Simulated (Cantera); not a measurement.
Input: 1 mol Si₃N₄, 0.013 mol CO₂, 11 mol N₂, 0.35 mol N₂O, at 0.180 Torr.

These are equilibrium values from Cantera (NASA tables, ideal gas, pure condensed phases), not measurements of a reactor. Candidate condensed phases: C, Si, SiC, SiO₂, Si₂N₂O, Si₃N₄; 34 gas species. Mutual solubility and eutectic melting of coexisting phases are not modelled. Rates play no part.

Task: Which condensed phases are stable at each of these points (T (K)): 1498, 1548, 1598, 1648, 1698, 1748, 1798, 1848, 1898, 1948, 1998, 2048?

Result: 
```json
[
 {"T (K)": "1498", "condensed phases": "SiC(s) + Si₂N₂O(s) + Si₃N₄(s)", "Si condensed (%)": "99.2"},
 {"T (K)": "1548", "condensed phases": "SiC(s) + Si₂N₂O(s) + Si₃N₄(s)", "Si condensed (%)": "96.5"},
 {"T (K)": "1598", "condensed phases": "Si(s)", "Si condensed (%)": "87.7"},
 {"T (K)": "1648", "condensed phases": "Si(s)", "Si condensed (%)": "87.4"},
 {"T (K)": "1698", "condensed phases": "Si(l)", "Si condensed (%)": "86.6"},
 {"T (K)": "1748", "condensed phases": "Si(l)", "Si condensed (%)": "84.9"},
 {"T (K)": "1798", "condensed phases": "Si(l)", "Si condensed (%)": "81.6"},
 {"T (K)": "1848", "condensed phases": "Si(l)", "Si condensed (%)": "75.0"},
 {"T (K)": "1898", "condensed phases": "Si(l)", "Si condensed (%)": "62.0"},
 {"T (K)": "1948", "condensed phases": "Si(l)", "Si condensed (%)": "36.4"},
 {"T (K)": "1998", "condensed phases": "gas only", "Si condensed (%)": "0.0"},
 {"T (K)": "2048", "condensed phases": "gas only", "Si condensed (%)": "0.0"}
]
```

From 1498 K to 1548 K the condensed part is SiC(s) + Si₂N₂O(s) + Si₃N₄(s). From 1598 K to 1648 K the condensed part is Si(s). From 1698 K to 1948 K the condensed part is Si(l). From 1998 K to 2048 K nothing is condensed.
